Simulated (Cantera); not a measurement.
Input: 1 mol Si₃N₄, 1.3 mol HCl, at 1225 K and 5100 Pa.

Equilibrium computed with Cantera from the NASA thermochemical tables; the gas is ideal and each condensed phase is pure. Candidate condensed phases: NH₄Cl, Si, Si₃N₄; 28 gas species. The tables' values for SiCl₃ are old estimates; treat these amounts as uncertain. The numbers say what is thermodynamically allowed, not how fast it happens.

Base state: HCl 0.464, H₂ 0.290, SiCl₄ 0.140, N₂ 0.0986, SiCl₃ 0.00411, SiHCl₃ 0.00273, SiCl₂ 0.000954 (mole fractions); condensed: Si₃N₄(s).

Task: What changes in the equilibrium state with this change: temperature from 1225 K to 1948 K?

Result: 
| species | before | after |
|---|---|---|
| N₂ | 0.0986 | 0.605 |
| H₂ | 0.290 | 0.149 |
| SiCl₂ | 0.000954 | 0.146 |
| HCl | 0.464 | 0.0926 |
| SiCl₄ | 0.140 | 4.10e-5 |
| SiCl | <1e-9 | 0.000947 |
| Si | <1e-9 | 0.000455 |
| Si₂N | <1e-9 | 3.27e-5 |
| SiH | <1e-9 | 3.06e-5 |
| Si₃N₄(s), mol | 0.939 | 0 |
| Si(l), mol | 0 | 2.50 |
The tables' values for SiCl₃, SiCl, SiN are old estimates; treat these amounts as uncertain. Gases not in the tables: Si₂H₆ and higher silanes.
